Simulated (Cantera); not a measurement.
# Gas-phase reforming

A perfectly stirred reactor is fed with CH₄ : CO₂ = 1 : 1.9 (molar parts), at 19.0 bar; it is held at 1250 K, and followed from long to short residence time.

Computed with Cantera and GRI-Mech 3.0 (53 species, 325 reactions). The pressure lies above the range GRI-Mech 3.0 was tuned for (to about 10 atm).

```json
[
 {"τ (s)": "5.0", "x CH₄": "0.326", "x CO₂": "0.642", "x H₂O": "0.00689", "x HCO": "1.78e-12", "x C₂H₆": "0.000277", "x OH": "2.49e-11"},
 {"τ (s)": "1.3", "x CH₄": "0.340", "x CO₂": "0.653", "x H₂O": "0.000632", "x HCO": "<1e-12", "x C₂H₆": "0.000239", "x OH": "4.39e-12"},
 {"τ (s)": "0.34", "x CH₄": "0.344", "x CO₂": "0.655", "x H₂O": "4.36e-5", "x HCO": "<1e-12", "x C₂H₆": "0.000192", "x OH": "<1e-12"},
 {"τ (s)": "0.091", "x CH₄": "0.345", "x CO₂": "0.655", "x H₂O": "3.60e-6", "x HCO": "<1e-12", "x C₂H₆": "9.98e-5", "x OH": "<1e-12"},
 {"τ (s)": "0.024", "x CH₄": "0.345", "x CO₂": "0.655", "x H₂O": "5.11e-7", "x HCO": "<1e-12", "x C₂H₆": "3.33e-5", "x OH": "<1e-12"},
 {"τ (s)": "0.0063", "x CH₄": "0.345", "x CO₂": "0.655", "x H₂O": "1.10e-7", "x HCO": "<1e-12", "x C₂H₆": "9.00e-6", "x OH": "<1e-12"},
 {"τ (s)": "0.0016", "x CH₄": "0.345", "x CO₂": "0.655", "x H₂O": "2.63e-8", "x HCO": "<1e-12", "x C₂H₆": "2.01e-6", "x OH": "<1e-12"},
 {"τ (s)": "0.00043", "x CH₄": "0.345", "x CO₂": "0.655", "x H₂O": "6.89e-9", "x HCO": "<1e-12", "x C₂H₆": "3.23e-7", "x OH": "<1e-12"}
]
```
x: mole fraction; the columns are a selection and need not sum to one.
